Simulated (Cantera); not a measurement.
acetone + O₂ (carbon deposition, reforming and gasification)

Feed: 1 mol acetone, 0.069 mol O₂, equilibrated at 91.0 Pa.

Cantera equilibrium calculation (NASA polynomials, part measured and part estimated; ideal gas, pure solids and liquids). Candidate condensed phases: C, C₆H₆, C₇H₈, C₈H₁₈, H₂O; 110 gas species. The feed counts by its element totals alone. Equilibrium is a limit: real reactors are often held back by kinetics, nucleation or transport.

| T (°C) | x H₂ | x CO | x H | x CO₂ | n C(graphite) |
|---|---|---|---|---|---|
| 577 | 0.725 | 0.272 | 5.78e-10 | 0.00145 | 1.87 |
| 677 | 0.725 | 0.275 | 1.57e-8 | 0.000115 | 1.86 |
| 777 | 0.725 | 0.275 | 2.29e-7 | 1.47e-5 | 1.86 |
| 877 | 0.725 | 0.275 | 2.11e-6 | 2.71e-6 | 1.86 |
| 977 | 0.725 | 0.275 | 1.36e-5 | 6.62e-7 | 1.86 |
| 1077 | 0.725 | 0.275 | 6.73e-5 | 2.01e-7 | 1.86 |
| 1177 | 0.725 | 0.275 | 0.000267 | 7.22e-8 | 1.86 |
| 1277 | 0.724 | 0.275 | 0.000888 | 2.98e-8 | 1.86 |
| 1377 | 0.723 | 0.275 | 0.00256 | 1.38e-8 | 1.86 |
| 1477 | 0.719 | 0.274 | 0.00654 | 6.95e-9 | 1.86 |
| 1577 | 0.712 | 0.273 | 0.0151 | 3.78e-9 | 1.86 |
| 1677 | 0.697 | 0.271 | 0.0317 | 2.18e-9 | 1.86 |
| 1777 | 0.671 | 0.267 | 0.0616 | 1.31e-9 | 1.86 |
x: gas mole fraction; n: condensed amount in mol.

From 577 °C to 1777 °C the condensed part is C(graphite). The main C-bearing gas is CO throughout.
